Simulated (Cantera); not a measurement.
A closed system holds: 1 mol MgO, 22 mol Cl2, 7.9 mol O2, equilibrated at 725 °C.

Equilibrium computed with Cantera from the NASA thermochemical tables; the gas is ideal and each condensed phase is pure. Candidate condensed phases: Mg, MgCl2, MgO; 11 gas species. Kinetics and transport are ignored.

Q: At 42.0 Torr, list the 5 most abundant gas species with their mole fractions, and the condensed phases.

A: Cl2 0.734, O2 0.264, Cl 0.00136, MgCl2 0.000317, ClO 1.04e-5. Condensed: MgO(s).
